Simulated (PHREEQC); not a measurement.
Consider water at 25 °C with 0.0019 mol/kgw FeSO4, 0.135 mol/kgw CuCl2, 0.0067 mol/kgw HCl and 0.019 mol/kgw NaCl. Closed to the air; pH follows from the charge balance.

Equilibrium calculation in PHREEQC: ion-association model, phreeqc.dat.

```yaml
pH: 2.29
ionic_strength: 0.386 mol/kgw
activity_of_water: 0.993
density: 1.014 g/cm³
total_alkalinity: -6.70 meq/kg
```

| species | molality | activity | log γ |
|---|---|---|---|
| Cl- | 0.271 | 0.181 | -0.176 |
| Cu+2 | 0.111 | 0.0299 | -0.570 |
| CuCl+ | 0.0218 | 0.0146 | -0.174 |
| Na+ | 0.0190 | 0.0137 | -0.141 |
| H+ | 0.00658 | 0.00509 | -0.112 |
| Fe+2 | 0.00173 | 0.000465 | -0.570 |
| CuCl2 | 0.00129 | 0.00142 | 0.039 |
| CuSO4 | 0.000979 | 0.00107 | 0.039 |
| SO4-2 | 0.000771 | 0.000176 | -0.643 |
| FeCl+ | 0.000159 | 0.000116 | -0.136 |
| HSO4- | 0.000119 | 8.68e-5 | -0.136 |
| NaSO4- | 1.71e-5 | 1.21e-5 | -0.151 |
| FeSO4 | 1.33e-5 | 1.45e-5 | 0.039 |

No solid was allowed to form.
